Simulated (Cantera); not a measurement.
Charge: 1 mol Si3N4, 14 mol O2, 5.5 mol H2, equilibrated at 4.20 mbar.

These are equilibrium values from Cantera (NASA tables, ideal gas, pure condensed phases), not measurements of a reactor. Candidate condensed phases: H2O, Si, SiO2, Si2N2O, Si3N4; 35 gas species. The tables hold silica as quartz up to 1696 K and as liquid above; real silica turns to tridymite and cristobalite and melts near 1996 K. Kinetics and transport are ignored.

**Question.** At 1427 °C, list the 6 most abundant gas species with their mole fractions, and the condensed phases.

**Answer.** O2 0.521, H2O 0.347, N2 0.126, OH 0.00334, NO 0.00183, O 0.000498. Condensed: SiO2(condensed).
